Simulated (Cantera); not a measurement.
An isothermal, constant-pressure homogeneous reactor starts with NH3 : N2 = 0.3 : 0.16 (molar parts), at 1575 K and 0.543 atm.

Computed with Cantera and the gas-phase N/H chemistry of the illustrative SiF4/NH3 mechanism in the Surface Chemkin manual (1991). Walls and surfaces, which speed up NH3 decomposition in real reactors, are not modelled.

One state of this run: x NH3 = 0.591; x N = 4.25e-9; x H2 = 0.0552; x N2 = 0.353; x N2H4 = 1.01e-7; x NH2 = 6.87e-5; x NH = 2.28e-7. x: mole fraction; the columns are a selection and need not sum to one.

Q: Which value of t (s) does it belong to?
A) 0.316
B) 1.26
C) 7.96e-5
D) 0.00501

A: B, 1.26
